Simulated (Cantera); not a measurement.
An adiabatic, constant-volume homogeneous reactor starts with CH4 : CO : O2 : N2 = 1 : 0.059 : 0.846 : 3.18 (molar parts), at 1698 K and 0.296 atm. Integrator tolerance rtol = 1e-08.

Computed with Cantera and GRI-Mech 3.0 (53 species, 325 reactions).

Question: What does this change do: pressure from 0.296 atm to 0.987 atm?

Answer: 
| quantity | before | after |
|---|---|---|
| time of steepest temperature rise | 0.719 ms | 0.260 ms |
| temperature at 0.200 s | 2643 K | 2710 K |
| equilibrium temperature | 2643 K | 2710 K |
| x(CH4) at 0.200 s | 9.12e-12 (gas-phase equilibrium 1.01e-11) | 8.68e-11 (gas-phase equilibrium 9.69e-11) |
| x(CO) at 0.200 s | 0.156 (gas-phase equilibrium 0.156) | 0.157 (gas-phase equilibrium 0.157) |
| x(O2) at 0.200 s | 4.80e-5 (gas-phase equilibrium 4.80e-5) | 2.49e-5 (gas-phase equilibrium 2.49e-5) |
| x(H2O) at 0.200 s | 0.0945 (gas-phase equilibrium 0.0945) | 0.0962 (gas-phase equilibrium 0.0962) |
| x(C2H2) at 0.200 s | <1e-12 (gas-phase equilibrium <1e-12) | <1e-12 (gas-phase equilibrium <1e-12) |

Question: What does this change do: constant pressure in place of constant volume?

Answer: 
| quantity | before | after |
|---|---|---|
| time of steepest temperature rise | 0.719 ms | 0.778 ms |
| temperature at 0.200 s | 2643 K | 2445 K |
| equilibrium temperature | 2643 K | 2445 K |
| x(CH4) at 0.200 s | 9.12e-12 (gas-phase equilibrium 1.01e-11) | 5.67e-12 (gas-phase equilibrium 6.31e-12) |
| x(CO) at 0.200 s | 0.156 (gas-phase equilibrium 0.156) | 0.156 (gas-phase equilibrium 0.156) |
| x(O2) at 0.200 s | 4.80e-5 (gas-phase equilibrium 4.80e-5) | 1.43e-5 (gas-phase equilibrium 1.43e-5) |
| x(H2O) at 0.200 s | 0.0945 (gas-phase equilibrium 0.0945) | 0.0964 (gas-phase equilibrium 0.0964) |
| x(C2H2) at 0.200 s | <1e-12 (gas-phase equilibrium <1e-12) | <1e-12 (gas-phase equilibrium <1e-12) |
